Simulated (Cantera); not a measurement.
Input: 1 mol Si3H8, 0.3 mol Cl2, 35 mol H2, at 1277 °C and 750 Torr.

Cantera equilibrium calculation (NASA polynomials, part measured and part estimated; ideal gas, pure solids and liquids). Candidate condensed phases: Si; 19 gas species. The feed counts by its element totals alone. The tables' values for SiCl3 are old estimates; treat these amounts as uncertain. Kinetics and transport are ignored.

Base state: H2 0.985, HCl 0.0138, SiCl2 0.000649, H 3.13e-5, SiCl3 1.65e-5, SiH2Cl2 1.46e-5, SiHCl3 1.02e-5 (mole fractions); condensed: Si(s).

**Question.** What changes in the equilibrium state with this change: H2 from 35 to 4.1 mol?

**Answer.** 
| species | before | after |
|---|---|---|
| H2 | 0.985 | 0.940 |
| HCl | 0.0138 | 0.0493 |
| SiCl2 | 0.000649 | 0.00860 |
| SiCl4 | 1.17e-6 | 0.000206 |
| SiCl3 | 1.65e-5 | 0.000797 |
| SiHCl3 | 1.02e-5 | 0.000483 |
| SiH2Cl2 | 1.46e-5 | 0.000185 |
| SiH3Cl | 6.18e-6 | 2.10e-5 |
| Si(s), mol | 2.97 | 2.91 |
